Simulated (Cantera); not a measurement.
Feed: 1 mol Si, 0.025 mol CO₂, 87 mol H₂, 0.029 mol O₂, held at 1.00 bar.

Equilibrium computed with Cantera from the NASA thermochemical tables; the gas is ideal and each condensed phase is pure. Candidate condensed phases: C, C₆H₆, C₇H₈, C₈H₁₈, H₂O, Si, SiC, SiO₂; 123 gas species. Mutual solubility and eutectic melting of coexisting phases are not modelled. Gases not in the tables: Si₂H₆ and higher silanes. The numbers say what is thermodynamically allowed, not how fast it happens.

x: gas mole fraction; n: condensed amount in mol.

```csv
T (°C),x H₂,x H,x SiO,x Si,n Si(l),n SiC(s)
1675,0.997,___,0.000994,2.32e-5,0.901,0.00149
1700,0.997,___,0.000977,3.16e-5,0.902,0
1725,0.997,___,0.000976,4.25e-5,0.899,0
1750,0.997,___,0.000974,5.69e-5,0.896,0
1775,0.996,___,0.000974,7.56e-5,0.892,0
1800,0.996,___,0.000973,9.97e-5,0.887,0
1825,0.995,___,0.000972,0.000131,0.881,0
1850,0.995,___,0.000972,0.000170,0.874,0
1875,0.994,___,0.000972,0.000220,0.865,0
1900,0.993,___,0.000973,0.000283,0.854,0
1925,0.992,___,0.000973,0.000362,0.841,0
1950,0.991,___,0.000974,0.000460,0.826,0
1975,0.990,___,0.000975,0.000581,0.807,0
```

Problem. Fill in the missing entries.

Solution. 
- 1675, x H: 0.00113
- 1700, x H: 0.00135
- 1725, x H: 0.00160
- 1750, x H: 0.00190
- 1775, x H: 0.00224
- 1800, x H: 0.00262
- 1825, x H: 0.00307
- 1850, x H: 0.00358
- 1875, x H: 0.00416
- 1900, x H: 0.00481
- 1925, x H: 0.00555
- 1950, x H: 0.00638
- 1975, x H: 0.00731
